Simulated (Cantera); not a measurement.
Input (Python, Cantera):

```python
import numpy as np
import cantera as ct

gas = ct.Solution("gri30.yaml")
gas.TPX = 1698, 13332, {'C3H8': 1, 'H2': 0.83}
reactor = ct.IdealGasConstPressureReactor(gas, energy="off", clone=False)
net = ct.ReactorNet([reactor])
net.rtol, net.atol = 1e-08, 1e-18
show = ['C3H8', 'H2', 'C2H6', 'C2H4', 'CH3']
times = np.geomspace(2e-05, 100, 14)

steps = ct.SolutionArray(gas, extra=["t"])
rows = []
print(f"{'t/s':>10s}{'T/K':>9s}{'P/Pa':>11s}" + "".join(f"{s:>11s}" for s in show))
for t in times:
    while net.time < t:
        t_next = net.step()
        steps.append(gas.state, t=t_next)
    rows.append([np.interp(t, steps.t, y) for y in (steps.T, steps.P, *steps(*show).X.T)])
    print(f"{t:10.3e}{rows[-1][0]:9.1f}{rows[-1][1]:11.4g}" + "".join(f"{x:11.3e}" for x in rows[-1][2:]))
rate = np.gradient(steps.T, steps.t)
print("integrator steps:", len(steps.t))
if steps.T.max() > steps.T[0] + 200:
    print(f"time of steepest temperature rise: {steps.t[rate.argmax()]:.4e} s")
gas.TPX = 1698, 13332, {'C3H8': 1, 'H2': 0.83}
gas.equilibrate("TP")
print(f"equilibrium (TP): T = {gas.T:.1f} K  " + "  ".join(f"{s} {gas[s].X[0]:.3e}" for s in show))
```

It prints:

```
       t/s      T/K       P/Pa       C3H8         H2       C2H6       C2H4        CH3
 2.000e-05   1698.0  1.333e+04  2.433e-01  4.033e-01  1.912e-02  1.625e-01  6.068e-02
 6.551e-05   1698.0  1.333e+04  1.857e-02  3.966e-01  2.138e-02  2.697e-01  2.761e-02
 2.146e-04   1698.0  1.333e+04  9.688e-05  4.514e-01  3.147e-03  1.877e-01  5.863e-03
 7.030e-04   1698.0  1.333e+04  4.846e-07  4.906e-01  3.430e-04  1.147e-01  1.900e-03
 2.303e-03   1698.0  1.333e+04  7.929e-08  5.225e-01  9.919e-05  5.161e-02  1.104e-03
 7.543e-03   1698.0  1.333e+04  6.633e-08  5.511e-01  1.008e-04  6.572e-03  1.179e-03
 2.471e-02   1698.0  1.333e+04  4.026e-08  5.785e-01  7.229e-05  2.367e-03  1.017e-03
 8.094e-02   1698.0  1.333e+04  1.054e-08  6.229e-01  2.870e-05  1.695e-03  6.566e-04
 2.651e-01   1698.0  1.333e+04  1.000e-09  6.626e-01  5.339e-06  1.404e-03  2.907e-04
 8.685e-01   1698.0  1.333e+04  9.879e-11  6.801e-01  7.456e-07  1.377e-03  1.025e-04
 2.845e+00   1698.0  1.333e+04  4.017e-11  6.841e-01  3.030e-07  1.382e-03  5.520e-05
 9.319e+00   1698.0  1.333e+04  3.803e-11  6.843e-01  2.880e-07  1.382e-03  5.283e-05
 3.053e+01   1698.0  1.333e+04  3.803e-11  6.843e-01  2.880e-07  1.382e-03  5.283e-05
 1.000e+02   1698.0  1.333e+04  3.803e-11  6.843e-01  2.880e-07  1.382e-03  5.283e-05
integrator steps: 1600
equilibrium (TP): T = 1698.0 K  C3H8 3.803e-11  H2 6.843e-01  C2H6 2.880e-07  C2H4 1.382e-03  CH3 5.283e-05
```

Computed with Cantera and GRI-Mech 3.0 (53 species, 325 reactions). GRI-Mech 3.0 was tuned for natural gas; its chemistry of propane as a main component is partial and can be far from experiment. GRI-Mech 3.0 stops at C3 and has no aromatics, soot or wall deposition, so with more carbon than oxygen in the feed, carbon stays in small species such as C2H2 where larger ones or solid carbon would form.
